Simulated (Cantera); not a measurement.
Cantera run, input and output.

```python
import numpy as np
import cantera as ct

gas = ct.Solution("h2o2.yaml")
gas.TPX = 450, 150000, {'H2': 1, 'O2': 0.417, 'N2': 1.57}
flame = ct.FreeFlame(gas, width=0.03)
flame.set_refine_criteria(ratio=3, slope=0.08, curve=0.16)
flame.transport_model = "mixture-averaged"
flame.solve(loglevel=0, auto=True)
z, T = flame.grid, flame.T
thick = (T[-1] - T[0]) / np.gradient(T, z).max()
show = ['H2', 'O2', 'H', 'OH', 'HO2', 'H2O2']
print(f"laminar burning velocity  {flame.velocity[0] * 100:.3f} cm/s")
print(f"burnt temperature         {T[-1]:.1f} K")
print(f"thermal thickness         {thick * 1e3:.4f} mm")
print(f"grid points               {len(z)}")
z0 = z[flame.heat_release_rate.argmax()]
print(f"{'z/mm':>9s}{'T/K':>9s}{'u/(m/s)':>9s}" + "".join(f"{s:>11s}" for s in show))
rows = []
for k in (-3, -2, -1.5, -1, -0.5, -0.25, 0, 0.25, 0.5, 1, 2, 4, 8):
    zz = z0 + k * thick
    rows.append([k * thick, np.interp(zz, z, T), np.interp(zz, z, flame.velocity),
                 *(np.interp(zz, z, flame.X[gas.species_index(s)]) for s in show)])
    print(f"{rows[-1][0] * 1e3:9.3f}{rows[-1][1]:9.1f}{rows[-1][2]:9.3f}" + "".join(f"{x:11.3e}" for x in rows[-1][3:]))
```

Output:

```
laminar burning velocity  520.649 cm/s
burnt temperature         2473.0 K
thermal thickness         0.2423 mm
grid points               116
     z/mm      T/K  u/(m/s)         H2         O2          H         OH        HO2       H2O2
   -0.727    450.0    5.206  3.348e-01  1.396e-01  5.033e-16  1.161e-15  1.080e-12  1.820e-14
   -0.485    450.0    5.206  3.348e-01  1.396e-01  3.561e-14  8.030e-14  1.002e-10  1.831e-12
   -0.363    450.0    5.206  3.348e-01  1.396e-01  8.816e-13  1.896e-12  3.139e-09  5.927e-11
   -0.242    450.1    5.206  3.346e-01  1.396e-01  1.199e-10  1.214e-10  1.473e-07  2.879e-09
   -0.121    461.2    5.305  3.302e-01  1.404e-01  8.396e-06  8.432e-06  1.177e-04  3.658e-06
   -0.061    699.6    7.809  2.958e-01  1.365e-01  3.222e-03  1.053e-03  4.039e-04  6.393e-05
    0.000   1190.1   12.808  2.008e-01  1.023e-01  2.907e-02  2.796e-03  1.431e-04  1.170e-05
    0.061   1538.5   16.334  1.071e-01  4.398e-02  5.617e-02  8.148e-03  5.399e-05  3.625e-06
    0.121   1706.0   17.985  7.700e-02  2.086e-02  5.921e-02  1.173e-02  2.361e-05  2.137e-06
    0.242   1869.8   19.524  7.105e-02  1.277e-02  4.926e-02  1.413e-02  1.263e-05  1.134e-06
    0.485   2029.9   20.967  7.096e-02  9.365e-03  3.631e-02  1.478e-02  7.973e-06  6.065e-07
    0.969   2176.7   22.241  6.946e-02  6.308e-03  2.503e-02  1.389e-02  4.751e-06  3.583e-07
    1.938   2298.0   23.260  6.701e-02  3.754e-03  1.636e-02  1.169e-02  2.620e-06  2.313e-07
```

Detailed kinetics in Cantera: the H2/O2 subset of GRI-Mech 3.0, which has no nitrogen chemistry. Burning velocities carry a grid error of a few per cent, more on coarse grids.
